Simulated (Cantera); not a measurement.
Input: 1 mol Zr, a varied amount of N₂O, equilibrated at 0.330 Pa.

Cantera equilibrium calculation (NASA polynomials, part measured and part estimated; ideal gas, pure solids and liquids). Candidate condensed phases: Zr, ZrN, ZrO₂; 13 gas species. Mutual solubility and eutectic melting of coexisting phases are not modelled. ZrN: taken at fixed stoichiometry. Condensed phases not in the tables: solid solutions among these carbides, nitrides and lower oxides. Rates play no part.

Stable condensed phases, one row left out:

```
T in °C \ n(N₂O) in mol
         0.46  0.6 0.77    1  1.3  1.7  2.2  2.8
   2200     A    A    A    A    B    B    B    B
   2000     C    C    D    B    B    B    B    B
   1900     C    C    C    C    C    C    B    B
   1800     C    C    C    C    C    C    B    B
   1700     C    C    C    C    C    C    B    B
   1600     C    C    C    C    C    C    B    B
   1500     C    C    C    C    C    C    B    B
   1400     C    C    C    C    C    C    B    B
   1300     C    C    C    C    C    C    B    B
   1200     C    C    C    C    C    C    B    B
```

A: gas only; B: ZrO₂; C: ZrN + ZrO₂; D: ZrN.

**Question.** Give the row for 2100 °C.

**Answer.** 0.46: ZrN; 0.6: ZrN; 0.77: ZrN; 1: gas only; 1.3: ZrO₂; 1.7: ZrO₂; 2.2: ZrO₂; 2.8: ZrO₂.
